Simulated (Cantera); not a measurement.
An adiabatic, constant-pressure homogeneous reactor starts with C3H8 : O2 : N2 = 1 : 7.46 : 53 (molar parts), equivalence ratio 0.67, at 1798 K and 7500 Torr. Integrator tolerance rtol = 1e-08.

Model: GRI-Mech 3.0 (53 species, 325 reactions), integrated in Cantera. GRI-Mech 3.0 was tuned for natural gas; its chemistry of propane as a main component is partial and can be far from experiment.

Q: What does this change do: initial temperature 1798 to 1475 K?

A: 
| quantity | before | after |
|---|---|---|
| time of steepest temperature rise | 2.98 µs | 38.2 µs |
| temperature at 0.300 s | 2565 K | 2307 K |
| equilibrium temperature | 2565 K | 2307 K |
| x(C3H8) at 0.300 s | <1e-12 (gas-phase equilibrium <1e-12) | <1e-12 (gas-phase equilibrium <1e-12) |
| x(O2) at 0.300 s | 0.0344 (gas-phase equilibrium 0.0344) | 0.0358 (gas-phase equilibrium 0.0358) |
| x(C2H) at 0.300 s | <1e-12 (gas-phase equilibrium <1e-12) | <1e-12 (gas-phase equilibrium <1e-12) |
| x(H2O) at 0.300 s | 0.0603 (gas-phase equilibrium 0.0603) | 0.0626 (gas-phase equilibrium 0.0626) |
| x(NO) at 0.300 s | 0.0108 (gas-phase equilibrium 0.0108) | 0.00682 (gas-phase equilibrium 0.00682) |
